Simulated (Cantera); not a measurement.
Input: 1 mol Si, 3 mol HCl, 17 mol H2, equilibrated at 0.620 bar.

Cantera equilibrium calculation (NASA polynomials, part measured and part estimated; ideal gas, pure solids and liquids). Candidate condensed phases: Si; 19 gas species. The tables' values for SiCl3 are old estimates; treat these amounts as uncertain. Equilibrium is a limit: real reactors are often held back by kinetics, nucleation or transport.

x: gas mole fraction; n: condensed amount in mol.

```
T (°C)   x H2     x HCl  x SiCl4  x SiHCl3   x SiCl2   x SiCl3  n Si(s)
------  -----  --------  -------  --------  --------  --------  -------
350     0.955   5.16e-5   0.0236    0.0202   1.39e-9   1.84e-7    0.145
450     0.955  0.000353   0.0240    0.0194   1.02e-7   3.13e-6    0.148
550     0.954   0.00149   0.0242    0.0186   2.58e-6   2.63e-5    0.156
650     0.952   0.00458   0.0239    0.0177   3.16e-5  0.000137    0.173
750     0.948    0.0111   0.0228    0.0165  0.000231  0.000499    0.207
850     0.939    0.0224   0.0202    0.0145   0.00112   0.00135    0.258
950     0.926         …        …         …         …   0.00276        …
1050    0.911         …        …         …         …   0.00415    0.365
1150    0.897    0.0721  0.00439   0.00424    0.0175   0.00440    0.384
```

Question: Fill in the missing entries.

Answer: 
- 1050, x HCl: 0.0568
- 1050, x SiCl4: 0.00971
- 1050, x SiHCl3: 0.00789
- 1050, x SiCl2: 0.00970
- 950, x HCl: 0.0385
- 950, x SiCl4: 0.0157
- 950, x SiHCl3: 0.0116
- 950, x SiCl2: 0.00389
- 950, n Si(s): 0.317
